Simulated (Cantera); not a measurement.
## Premixed flame

A freely propagating, adiabatic, planar premixed flame of 14.6 % CH3OH, 19.8 % O2, 65.6 % N2, unburnt at 425 K and 4.90 bar; mixture-averaged transport, grid criteria slope 0.08 and curve 0.16, no radiation.

Detailed kinetics in Cantera: GRI-Mech 3.0 (53 species, 325 reactions). GRI-Mech 3.0 was tuned for natural gas; its chemistry of methanol as a main component is partial and can be far from experiment. Burning velocities carry a grid error of a few per cent, more on coarse grids.

```
z (mm)   T (K)  u (m/s)  x CH3OH     x O2     x CH4     x CH3     x OH      x H
-------  -----  -------  -------  -------  --------  --------  -------  -------
-0.208     425    0.675    0.146    0.198   2.71e-8     <1e-8    <1e-8    <1e-8
-0.139     427    0.680    0.145    0.197   3.11e-7     <1e-8    <1e-8    <1e-8
-0.104     434    0.695    0.144    0.196   1.47e-6     <1e-8    <1e-8    <1e-8
-0.0693    496    0.803    0.140    0.189   1.01e-5     <1e-8    <1e-8    <1e-8
-0.0347    874     1.47    0.107    0.153   6.37e-5   9.28e-8  4.80e-8  1.72e-7
-0.0173   1287     2.24   0.0601    0.112  0.000127   5.87e-6  2.65e-5  3.58e-5
0         1742     3.13  0.00784   0.0650  0.000180  0.000122  0.00133  0.00154
0.0173    1935     3.48  4.62e-5   0.0367   5.14e-5   3.15e-5  0.00579  0.00552
0.0347    2028     3.63  1.37e-7   0.0230   4.40e-6   2.25e-6  0.00854  0.00679
0.0693    2139     3.79    <1e-8   0.0139   2.74e-8   1.83e-8  0.00936  0.00593
0.139     2244     3.95    <1e-8  0.00876     <1e-8     <1e-8  0.00821  0.00394
0.277     2325     4.07    <1e-8  0.00524     <1e-8     <1e-8  0.00639  0.00233
0.555     2376     4.15    <1e-8  0.00296     <1e-8     <1e-8  0.00478  0.00142
```
x: mole fraction of selected species; z is measured from the peak of heat release.

```
Item                          Value
------------------------  ---------
laminar burning velocity  67.4 cm/s
thermal thickness         0.0693 mm
peak x(CH4)                0.000182
peak x(CH3)                0.000131
peak x(OH)                  0.00940
peak x(H)                   0.00681
```
